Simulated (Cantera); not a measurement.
A closed system holds: 1 mol FeS₂, 0.35 mol H₂, at 2173.15 K and 57.0 Pa.

Method: chemical equilibrium by Gibbs-energy minimisation in Cantera with the NASA 1993 tables (ideal gas, pure condensed phases). Candidate condensed phases: Fe, FeS, FeS₂, S; 8 gas species. Kinetics and transport are ignored.

Base state: Fe 0.371, S₂ 0.266, S 0.195, H₂ 0.0910, H 0.0610, SH 0.0158, H₂S 0.000429 (mole fractions); condensed: gas only.

Task: What changes in the equilibrium state with this change: pressure from 57.0 Pa to 16000 Pa?

Result: 
```
species        before    after
-----------  --------  -------
S₂              0.266    0.541
H₂             0.0910    0.347
SH             0.0158   0.0441
Fe              0.371  0.00462
H₂S          0.000429   0.0391
S               0.195   0.0166
H              0.0610  0.00712
FeS(l), mol         0    0.996
```
FeS: taken at fixed stoichiometry.
